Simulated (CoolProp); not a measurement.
The fluid at 375.79 K and 0.171 MPa (gas) is heated at constant pressure to 422.8 K. The same conditions are run with several fluids, on thermodynamics alone (safety and materials aside).

Model: reference Helmholtz-energy equation of state of each fluid (R123: Younglove 1994; R410A: Lemmon 2003; n-pentane: Thol 2019; R11: Jacobsen 1992; chloromethane (R40): Thol 2014), in CoolProp. Blends and air are pseudo-pure fits.

```json
[
 {"fluid": "R123", "heat (kJ/kg)": "?", "final density (kg/m³)": "?"},
 {"fluid": "R410A", "heat (kJ/kg)": "45.5", "final density (kg/m³)": "?"},
 {"fluid": "n-pentane", "heat (kJ/kg)": "?", "final density (kg/m³)": "?"},
 {"fluid": "R11", "heat (kJ/kg)": "?", "final density (kg/m³)": "?"},
 {"fluid": "chloromethane (R40)", "heat (kJ/kg)": "45.5", "final density (kg/m³)": "?"}
]
```

### Question
Complete the blanks.

### Answer

- R123, heat (kJ/kg): 37.3
- R123, final density (kg/m³): 7.60
- R410A, final density (kg/m³): 3.55
- n-pentane, heat (kJ/kg): 101
- n-pentane, final density (kg/m³): 3.60
- R11, heat (kJ/kg): 30.5
- R11, final density (kg/m³): 6.81
- chloromethane (R40), final density (kg/m³): 2.48
